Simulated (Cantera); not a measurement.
Mixture: CH₄ : CO : O₂ : N₂ = 1.3 : 0.25 : 3.66 : 13.9 (molar parts), equivalence ratio 0.74, at 730000 Pa, adiabatic and at constant volume. Ignition delay is the time to a rise of 400 K.

Computed with Cantera and GRI-Mech 3.0 (53 species, 325 reactions).

Task: Predict: delay at 1150 K; delay at 1250 K; delay at 1350 K; delay at 1450 K; delay at 1550 K; apparent activation energy between 1500 and 1600 K.

Result: 
```json
{
  "delay at 1150 K": "13.2 ms",
  "delay at 1250 K": "3.43 ms",
  "delay at 1350 K": "1.03 ms",
  "delay at 1450 K": "0.351 ms",
  "delay at 1550 K": "0.133 ms",
  "apparent activation energy between 1500 and 1600 K": "180 kJ/mol"
}
```
